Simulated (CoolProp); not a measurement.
Computed with CoolProp (reference Helmholtz-energy equation of state, Schmidt 1985).

Give the vapour pressure (kPa), liquid cp (kJ/(kg K)), surface tension (mN/m), vapour viscosity (µPa s) of saturated oxygen at 92.1, 97.7 K.


| T (K) | p (kPa) | liquid cp (kJ/(kg K)) | surface tension (mN/m) | vapour viscosity (µPa s) |
|---|---|---|---|---|
| 92.1 | 123 | 1.70 | 12.7 | 7.10 |
| 97.7 | 208 | 1.73 | 11.3 | 7.54 |

Viscosity comes from a separate model (Lemmon 2004). Surface tension comes from a separate correlation (Mulero 2012).
